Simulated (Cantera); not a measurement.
Charge: 1 mol SiH2Cl2, 0.23 mol C3H8, 100 mol H2, at 0.00290 bar.

Equilibrium computed with Cantera from the NASA thermochemical tables; the gas is ideal and each condensed phase is pure. Candidate condensed phases: C, C6H6, C7H8, C8H18, Si, SiC; 109 gas species. Mutual solubility and eutectic melting of coexisting phases are not modelled. Gases not in the tables: Si2H6 and higher silanes. Rates play no part.

Q: Which condensed phases are stable at each of these points (T (K)): 1123, 1273, 1423, 1573, 1723, 1873, 2023, 2173, 2323, 2473, 2623?

A: 
```json
[
 {"T (K)": "1123", "condensed phases": "Si(s) + SiC(s)", "Si condensed (%)": "91.9"},
 {"T (K)": "1273", "condensed phases": "Si(s) + SiC(s)", "Si condensed (%)": "91.3"},
 {"T (K)": "1423", "condensed phases": "Si(s) + SiC(s)", "Si condensed (%)": "90.2"},
 {"T (K)": "1573", "condensed phases": "Si(s) + SiC(s)", "Si condensed (%)": "89.0"},
 {"T (K)": "1723", "condensed phases": "Si(l) + SiC(s)", "Si condensed (%)": "84.7"},
 {"T (K)": "1873", "condensed phases": "SiC(s)", "Si condensed (%)": "68.7"},
 {"T (K)": "2023", "condensed phases": "SiC(s)", "Si condensed (%)": "64.6"},
 {"T (K)": "2173", "condensed phases": "C(graphite)", "Si condensed (%)": "0.0"},
 {"T (K)": "2323", "condensed phases": "gas only", "Si condensed (%)": "0.0"},
 {"T (K)": "2473", "condensed phases": "gas only", "Si condensed (%)": "0.0"},
 {"T (K)": "2623", "condensed phases": "gas only", "Si condensed (%)": "0.0"}
]
```

From 1123 K to 1573 K the condensed part is Si(s) + SiC(s). At 1723 K the condensed part is Si(l) + SiC(s). From 1873 K to 2023 K the condensed part is SiC(s). At 2173 K the condensed part is C(graphite). From 2323 K to 2623 K nothing is condensed.
